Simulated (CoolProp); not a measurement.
Vapour-liquid equilibrium of propane (1) + R113 (2) at 291 K; x and y are mole fractions of (1).

Values from CoolProp's multi-fluid Helmholtz-energy mixture model, Lemmon 2009 and Marx 1992; pair parameters Bell 2016.

```tsv
x	bubble pressure, mixture model (bar)	bubble pressure, Raoult's law (bar)	y, mixture model	y, Raoult's law
0.05	0.7756	0.7139	0.580	0.553
0.2	2.048	1.849	0.857	0.855
0.35	3.217	2.983	0.920	0.927
0.5	4.289	4.118	0.949	0.959
0.65	5.305	5.253	0.967	0.978
0.8	6.336	6.388	0.982	0.989
0.95	7.476	7.522	0.995	0.998
```

The largest gap from Raoult's law is +10.8 % in bubble pressure, at x = 0.2. No azeotrope shows between x = 0.05 and 0.95.

Pair parameters are fitted to limited data, so mixtures are less certain than the pure fluids. The gap from Raoult's law changes sign with composition, which may be real or a fault of the pair parameters; it wasn't checked against measurements.
